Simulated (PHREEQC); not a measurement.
Solution (25 °C): 3.2 mmol/kgw HCl, 0.32 mmol/kgw FeSO4 and 0.81 mmol/kgw Na2SO4. Closed to the air; pH follows from the charge balance.

All values are PHREEQC results (ion-association model, phreeqc.dat), not measurements.

Each row changes one thing in this solution. This is a speciation only: nothing precipitates in the calculation.

| case | pH | ionic strength (mol/kgw) | SO4-2 (mol/kgw) | Fe+2 (mol/kgw) | HSO4- (mol/kgw) | FeSO4 (mol/kgw) | SI of Melanterite (FeSO4:7H2O) | SI of Halite (NaCl) |
|---|---|---|---|---|---|---|---|---|
| as made | 2.56 | 0.00641 | 0.000908 | 0.000294 | 0.000192 | 2.46e-5 | -4.65 | -6.93 |
| HCl replaced by MgCl2 at the same molality | 6.56 | 0.0122 | 0.000858 | 0.000299 | 1.65e-8 | 1.91e-5 | -4.76 | -6.65 |
| Na2SO4 from 0.00081 to 0.00162 mol/kgw | 2.58 | 0.00854 | 0.00158 | 0.000281 | 0.000307 | 3.74e-5 | -4.47 | -6.64 |
| 0.00017 mol/kgw Na2CO3 added | 2.60 | 0.00645 | 0.000924 | 0.000294 | 0.000174 | … | -4.64 | -6.85 |
| HCl from 0.0032 to 0.00032 mol/kgw | 3.56 | 0.00384 | 0.00107 | 0.000287 | 2.37e-5 | 3.23e-5 | -4.53 | -7.92 |
| 0.00015 mol/kgw NH3 added | 2.58 | 0.00643 | 0.000914 | 0.000294 | 0.000184 | 2.47e-5 | -4.65 | -6.93 |
| 0.0024 mol/kgw KOH added | 3.16 | 0.00665 | 0.00103 | … | 5.38e-5 | 2.73e-5 | -4.60 | -6.93 |
| FeSO4 from 0.00032 to 0.00048 mol/kgw | 2.56 | 0.00694 | 0.00103 | 0.000437 | 0.000214 | 4.05e-5 | -4.43 | -6.93 |

### Question
Complete the blanks.

### Answer

- 0.00017 mol/kgw Na2CO3 added, FeSO4 (mol/kgw): 2.49e-5
- 0.0024 mol/kgw KOH added, Fe+2 (mol/kgw): 0.000292
